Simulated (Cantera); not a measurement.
Input: 1 mol CH2F2, 0.015 mol CH4, held at 2100 K and 10.0 mbar.

Cantera equilibrium calculation (NASA polynomials, part measured and part estimated; ideal gas, pure solids and liquids). Candidate condensed phases: C, C6H6, C7H8, C8H18; 95 gas species. Rates play no part.

Base state: HF 0.983, H2 0.0130, H 0.00356, F 0.000162, C2H2 (acetylene) 1.88e-5 (mole fractions); condensed: C(graphite).

**Question.** What changes in the equilibrium state with this change: pressure from 10.0 mbar to 18.0 mbar?

**Answer.** 
```json
[
 {"species": "HF", "before": "0.983", "after": "0.984"},
 {"species": "H2", "before": "0.0130", "after": "0.0135"},
 {"species": "H", "before": "0.00356", "after": "0.00269"},
 {"species": "F", "before": "0.000162", "after": "0.000119"},
 {"species": "C2H2 (acetylene)", "before": "1.88e-5", "after": "1.94e-5"},
 {"species": "C(graphite), mol", "before": "1.01", "after": "1.01"}
]
```

**Question.** What changes in the equilibrium state with this change: CH4 from 0.015 to 0.044 mol?

**Answer.** 
```json
[
 {"species": "HF", "before": "0.983", "after": "0.955"},
 {"species": "H2", "before": "0.0130", "after": "0.0389"},
 {"species": "H", "before": "0.00356", "after": "0.00615"},
 {"species": "C2H2 (acetylene)", "before": "1.88e-5", "after": "5.62e-5"},
 {"species": "F", "before": "0.000162", "after": "9.13e-5"},
 {"species": "C(graphite), mol", "before": "1.01", "after": "1.04"}
]
```

**Question.** What changes in the equilibrium state with this change: temperature from 2100 K to 2448.15 K?

**Answer.** 
| species | before | after |
|---|---|---|
| HF | 0.983 | 0.970 |
| H | 0.00356 | 0.0176 |
| H2 | 0.0130 | 0.00781 |
| C3 | 2.89e-8 | 2.18e-5 |
| CF | 1.20e-6 | 0.000110 |
| CF2 | 8.24e-7 | 2.61e-5 |
| F | 0.000162 | 0.00398 |
| C(graphite), mol | 1.01 | 1.01 |
